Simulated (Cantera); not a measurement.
Input (Python, Cantera):

```python
import numpy as np
import cantera as ct

surf = ct.Interface("diamond.yaml", "diamond_100")
gas, bulk = surf.adjacent["gas"], surf.adjacent["diamond"]
k = surf.kinetics_species_index(bulk.species_names[0])
cover = ["c6HH", "c6H*", "c6*H", "c6**", "c6HM", "c6B"]

rows, drift = [], 0.0
print(f"{'P':>10s}{'um/h':>11s}" + "".join(f"{s:>11s}" for s in cover))
for v in [610, 930, 1400, 2100, 3200, 4900, 7400, 11000]:
    T, P, xH, xCH3 = 1325, v, 0.001, 0.00013
    gas.TPX = T, P, {"H": xH, "CH3": xCH3, "CH4": 0.003, "H2": 1 - xH - xCH3 - 0.003}
    surf.TP = bulk.TP = T, P
    surf.coverages = "c6H*:0.1, c6HH:0.9"
    surf.advance_coverages(100.0)
    before = surf.coverages
    surf.advance_coverages(100.0)
    drift = max(drift, np.max(np.abs(surf.coverages - before) / (surf.coverages + 1e-9)))
    rate = surf.net_production_rates[k] * bulk.mean_molecular_weight / bulk.density * 3.6e9
    rows.append([rate, *surf[cover].coverages])
    print(f"{v:10.4g}{rate:11.4e}" + "".join(f"{x:11.3e}" for x in rows[-1][1:]))
```

It prints:

```
         P       um/h       c6HH       c6H*       c6*H       c6**       c6HM        c6B
       610 2.5946e-02  4.196e-01  4.886e-02  5.012e-01  2.985e-02  1.578e-05  7.041e-11
       930 5.1858e-02  4.197e-01  4.884e-02  5.010e-01  2.977e-02  2.495e-05  1.407e-10
      1400 9.7714e-02  4.198e-01  4.883e-02  5.009e-01  2.970e-02  3.895e-05  2.652e-10
      2100 1.7650e-01  4.198e-01  4.882e-02  5.007e-01  2.964e-02  6.042e-05  4.789e-10
      3200 3.1519e-01  4.198e-01  4.881e-02  5.006e-01  2.958e-02  9.485e-05  8.553e-10
      4900 5.5142e-01  4.198e-01  4.880e-02  5.005e-01  2.952e-02  1.486e-04  1.496e-09
      7400 9.3259e-01  4.198e-01  4.879e-02  5.003e-01  2.948e-02  2.278e-04  2.531e-09
   1.1e+04 1.5393e+00  4.197e-01  4.878e-02  5.002e-01  2.945e-02  3.411e-04  4.177e-09
```

Computed with Cantera and the Harris–Goodwin 1993 mechanism for the reconstructed diamond (100) surface.
